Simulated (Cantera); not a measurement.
What does this Cantera script print?

```python
import numpy as np
import cantera as ct

gas_names = [...]  # 113 gases of nasa_gas.yaml made of C, F, H, Si
cond_names = """
    C(gr) C6H6(L) C7H8(L) C8H18(L),n-octa Si(cr) Si(L) SiC(b)
""".split()


# ... load() reads the species with a 1 bar reference pressure and builds the phases ...
atoms = {
    'SiF4': {'Si': 1, 'F': 4},
    'H2': {'H': 2},
    'C3H8': {'C': 3, 'H': 8},
}
top_T = {'C(gr)': 4500, 'SiC(b)': 3050}  # K; cautious upper limits of use, not melting points


# ... equilibrate(T, P, feed) seeds the gas with the atoms and calls Mixture.equilibrate('TP', solver="vcs", rtol=1e-11, max_steps=5000) ...
results = []
T = 1123.15  # K
P = 1000  # Pa
for m in [0.083, 0.099, 0.12, 0.14, 0.16, 0.2, 0.23, 0.27, 0.33, 0.39, 0.46, 0.54]:
    feed = {'SiF4': 1, 'H2': 950, 'C3H8': m}  # mol
    mix = equilibrate(T, P, feed)
    results.append((T, P, feed, dict(zip(mix.species_names, mix.species_moles))))

top = {s: max(r[3][s] / sum(r[3][g] for g in gas_names) for r in results) for s in gas_names}
cols = sorted((s for s in top if top[s] > 0.001), key=lambda s: -top[s])[:7]
seen = [c for c in cond_names if any(r[3].get(c, 0) > 1e-12 for r in results)]
print("log10 of partial pressures in bar; condensed amounts in mol")
print(f"{'n(C3H8)':>10s}" + "".join(f"{s[:9]:>10s}" for s in cols + seen))
for T, P, feed, n in results:
    ng = sum(n[g] for g in gas_names)
    print(f"{feed['C3H8']:10.4g}" + "".join(f"{np.log10(max(n[s] / ng * P / 1e5, 1e-99)):10.3f}" for s in cols)
          + "".join(f"{n.get(c, 0):10.4g}" for c in seen))
```

Result:

```
log10 of partial pressures in bar; condensed amounts in mol
   n(C3H8)        H2     C(gr)    SiC(b)
     0.083    -2.001         0   0.06581
     0.099    -2.001         0   0.07063
      0.12    -2.001   0.00652   0.07548
      0.14    -2.001   0.06649   0.07548
      0.16    -2.001    0.1265   0.07549
       0.2    -2.001    0.2464    0.0755
      0.23    -2.001    0.3364    0.0755
      0.27    -2.001    0.4563   0.07551
      0.33    -2.001    0.6362   0.07553
      0.39    -2.001    0.8161   0.07555
      0.46    -2.001     1.026   0.07556
      0.54    -2.001     1.266   0.07558
```

Cantera equilibrium calculation (NASA polynomials, part measured and part estimated; ideal gas, pure solids and liquids). The tables' values for SiF3 are old estimates; treat these amounts as uncertain.
